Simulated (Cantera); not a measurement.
Feed: 1 mol SiH₄, 2.3 mol CH₄, 14 mol H₂, equilibrated at 1777 °C and 1.58 Torr.

Equilibrium computed with Cantera from the NASA thermochemical tables; the gas is ideal and each condensed phase is pure. Candidate condensed phases: C, C₆H₆, C₇H₈, C₈H₁₈, Si, SiC; 87 gas species. Equilibrium is a limit: real reactors are often held back by kinetics, nucleation or transport.

Base state: H₂ 0.948, H 0.0482, Si 0.00242, C₂H₂ (acetylene) 0.00101, SiC₂ 0.000126, Si₂C 8.14e-5, SiH 6.52e-5 (mole fractions); condensed: C(graphite) + SiC(s).

### Question
What changes in the equilibrium state with this change: temperature from 1777 °C to 2150 °C?

### Answer
```csv
species,before,after
H₂,0.948,0.645
H,0.0482,0.311
Si,0.00242,0.0313
C₃,4.39e-8,6.88e-5
C,4.15e-8,2.66e-5
C₂H,1.13e-6,0.000146
SiC₂,0.000126,0.00646
"C(graphite), mol",1.31,1.69
"SiC(s), mol",0.941,0
```
Gases not in the tables: Si₂H₆ and higher silanes.

### Question
What changes in the equilibrium state with this change: CH₄ from 2.3 to 0.94 mol?

### Answer
```tsv
species	before	after
H₂	0.948	0.947
H	0.0482	0.0482
Si	0.00242	0.00387
C₂H₂ (acetylene)	0.00101	0.000392
Si₂C	8.14e-5	0.000130
SiC₂	0.000126	7.84e-5
SiH	6.52e-5	0.000104
SiH₂	8.72e-6	1.40e-5
C(graphite), mol	1.31	0
SiC(s), mol	0.941	0.920
```
Gases not in the tables: Si₂H₆ and higher silanes.

### Question
What changes in the equilibrium state with this change: SiH₄ replaced by SiHCl₃?

### Answer
```
species            before     after
----------------  -------  --------
H₂                  0.948     0.813
HCl                     0     0.130
H                  0.0482    0.0446
Cl                      0   0.00527
SiCl₂                   0   0.00307
SiCl                    0  0.000374
C₂H₂ (acetylene)  0.00101  0.000863
SiH               6.52e-5   6.04e-5
Si                0.00242   0.00242
C(graphite), mol     1.31      1.39
SiC(s), mol         0.941     0.868
```
The tables' values for SiCl are old estimates; treat these amounts as uncertain.
